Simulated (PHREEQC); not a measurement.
Make-up at 58 °C: 0.0026 mol/kgw H2SO4 and 0.0057 mol/kgw Fe(NO3)3. Closed to the air; pH follows from the charge balance.

Equilibrium calculation in PHREEQC: ion-association model, wateq4f.dat.

Precipitation was switched off in this run.

**Question.** Order these Fe species by the share of Fe that they hold, largest first: FeOH+2, Fe(OH)2+, FeSO4+, Fe+3, Fe2(OH)2+4.

**Answer.** FeOH+2 (45 %), FeSO4+ (28 %), Fe+3 (15 %), Fe2(OH)2+4 (6.8 %), Fe(OH)2+ (4.0 %)

The pH is 2.15 and the ionic strength 0.0254 mol/kgw. The solution is supersaturated, for example in Hematite (slow to form), Goethite (slow to form), so a real one may precipitate; this is no full list. At this temperature some constants are extrapolated from 25 °C, and those without enthalpy data are left unchanged.
